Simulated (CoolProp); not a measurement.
Values from CoolProp's reference Helmholtz-energy equation of state, Gao 2020.

For ammonia, give the phase and the Prandtl number at 545.7 K and 14.5 kPa; 703.3 K and 932 kPa.


- 545.7 K and 14.5 kPa: gas; Prandtl number 0.826
- 703.3 K and 932 kPa: gas; Prandtl number 0.923

Viscosity comes from a separate model (Fenghour 1995). Thermal conductivity comes from a separate model (Tufeu 1984).
